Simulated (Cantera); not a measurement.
A closed system holds: 1 mol B₂O₃, 1.5 mol F₂, 5.9 mol N₂, held at 1700 K.

Equilibrium computed with Cantera from the NASA thermochemical tables; the gas is ideal and each condensed phase is pure. Candidate condensed phases: B, BN, B₂O₃; 31 gas species. Equilibrium is a limit: real reactors are often held back by kinetics, nucleation or transport.

log p: log10 of the partial pressure in bar; nothing condenses.

```csv
P (Pa),log p N₂,log p BOF,log p O₂,log p BF₃,log p B₃O₃F₃
1,-5.17,-5.76,-6.09,-6.26,<-17
4.20,-4.54,-5.14,-5.45,-5.62,-15.19
18,-3.91,-4.51,-4.81,-4.99,-13.30
75,-3.29,-3.89,-4.19,-4.36,-11.44
320,[?],[?],[?],[?],[?]
1300,-2.05,-2.65,-2.95,-3.12,-7.72
5600,[?],[?],[?],[?],[?]
24000,-0.79,-1.39,-1.69,-1.86,-3.94
100000,-0.16,-0.81,-1.06,-1.23,-2.21
```

### Question
Fill in the missing entries.

### Answer

- 5600, log p N₂: -1.42
- 5600, log p BOF: -2.01
- 5600, log p O₂: -2.32
- 5600, log p BF₃: -2.49
- 5600, log p B₃O₃F₃: -5.82
- 320, log p N₂: -2.66
- 320, log p BOF: -3.26
- 320, log p O₂: -3.56
- 320, log p BF₃: -3.73
- 320, log p B₃O₃F₃: -9.55
